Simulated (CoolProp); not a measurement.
A single-stage vapour-compression cycle with the fluoroketone C6F12O (FK-5-1-12): evaporating at 277.15 K (dew point), condensing at 339.15 K (bubble point), superheat 10 K, subcooling 8 K, compressor efficiency 0.9, no pressure losses. Each further row changes one setting.

The numbers come from the reference Helmholtz-energy equation of state, McLinden 2015 in CoolProp.

| case | cooling COP | pressure ratio | discharge temperature (K) | refrigerating effect (kJ/kg) | volumetric capacity (kJ/m³) |
|---|---|---|---|---|---|
| as stated | 2.58 | 11.5 | 339.1 | 49.2 | 101 |
| evaporating temperature 282.15 K | ? | 8.97 | 339.1 | ? | ? |
| condensing temperature 334.15 K | ? | 9.83 | 334.1 | 54.8 | 113 |
| subcooling 13 K | ? | 11.5 | 339.1 | 54.8 | 113 |
| superheat 20 K | 2.80 | 11.5 | 339.1 | ? | ? |
| compressor efficiency 0.8 | 2.29 | 11.5 | 339.1 | 49.2 | 101 |

**Question.** What belongs in the gaps?

**Answer.** 
- evaporating temperature 282.15 K, cooling COP: 3.05
- evaporating temperature 282.15 K, refrigerating effect (kJ/kg): 53.4
- evaporating temperature 282.15 K, volumetric capacity (kJ/m³): 139
- condensing temperature 334.15 K, cooling COP: 3.03
- subcooling 13 K, cooling COP: 2.87
- superheat 20 K, refrigerating effect (kJ/kg): 57.8
- superheat 20 K, volumetric capacity (kJ/m³): 115

The compression ends wet for: as stated; evaporating temperature 282.15 K; condensing temperature 334.15 K; subcooling 13 K; superheat 20 K; compressor efficiency 0.8.
